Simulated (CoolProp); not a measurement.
Ethanol at 298.15 K and 0.113 MPa is throttled through a valve to 0.00745 MPa with no heat exchange. Each further row changes one setting.

The numbers come from the reference Helmholtz-energy equation of state, Schroeder 2014 in CoolProp.

```json
[
 {"case": "as stated", "temperature change (K)": "-1.0", "final phase": "[?]", "final density (kg/m³)": "48.8"},
 {"case": "outlet pressure 0.00224 MPa", "temperature change (K)": "[?]", "final phase": "two-phase, vapour fraction 0.051", "final density (kg/m³)": "0.884"},
 {"case": "outlet pressure 0.00969 MPa", "temperature change (K)": "+0.0", "final phase": "[?]", "final density (kg/m³)": "[?]"}
]
```

Q: Some entries are withheld; supply them.

A: 
- as stated, final phase: two-phase, vapour fraction 0.003
- outlet pressure 0.00224 MPa, temperature change (K): -20.1
- outlet pressure 0.00969 MPa, final phase: liquid
- outlet pressure 0.00969 MPa, final density (kg/m³): 785
